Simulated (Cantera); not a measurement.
Feed: 1 mol MgCl2, 0.15 mol HCl, 1.5 mol N2, held at 20.0 Pa.

Cantera equilibrium calculation (NASA polynomials, part measured and part estimated; ideal gas, pure solids and liquids). Candidate condensed phases: Mg, MgCl2, NH4Cl; 18 gas species. Rates play no part.

Problem. Which condensed phases are stable at each of these points (T (°C)): 400, 475, 550, 625, 700, 775, 850?

Solution. 
| T (°C) | condensed phases | Mg condensed (%) |
|---|---|---|
| 400 | MgCl2(s) | 100.0 |
| 475 | MgCl2(s) | 100.0 |
| 550 | MgCl2(s) | 99.6 |
| 625 | MgCl2(s) | 93.1 |
| 700 | gas only | 0.0 |
| 775 | gas only | 0.0 |
| 850 | gas only | 0.0 |

From 400 °C to 625 °C the condensed part is MgCl2(s). From 700 °C to 850 °C nothing is condensed.
